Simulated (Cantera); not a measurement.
Feed: 1 mol TiO₂, 6.9 mol HCl, at 0.133 bar.

Equilibrium computed with Cantera from the NASA thermochemical tables; the gas is ideal and each condensed phase is pure. Candidate condensed phases: H₂O, Ti, TiCl₂, TiCl₃, TiCl₄, TiO, TiO₂, Ti₂O₃, Ti₃O₅, Ti₄O₇; 23 gas species. Equilibrium is a limit: real reactors are often held back by kinetics, nucleation or transport. All values below are at 1250 °C.

Base state: HCl 0.989, H₂O 0.00555, TiCl₄ 0.00269, Cl 0.00169, H₂ 0.000885, TiCl₃ 8.27e-5, Cl₂ 8.21e-5 (mole fractions); condensed: TiO₂(rutile).

Problem. What changes in the equilibrium state with this change: pressure from 0.133 bar to 63.0 Pa?

Solution. 
```json
[
 {"species": "HCl", "before": "0.989", "after": "0.983"},
 {"species": "Cl", "before": "0.00169", "after": "0.0103"},
 {"species": "H₂", "before": "0.000885", "after": "0.00498"},
 {"species": "H₂O", "before": "0.00555", "after": "0.00117"},
 {"species": "TiCl₃", "before": "8.27e-5", "after": "0.000298"},
 {"species": "H", "before": "1.88e-6", "after": "6.50e-5"},
 {"species": "TiCl₄", "before": "0.00269", "after": "0.000279"},
 {"species": "TiO₂(rutile), mol", "before": "0.981", "after": "0.996"}
]
```
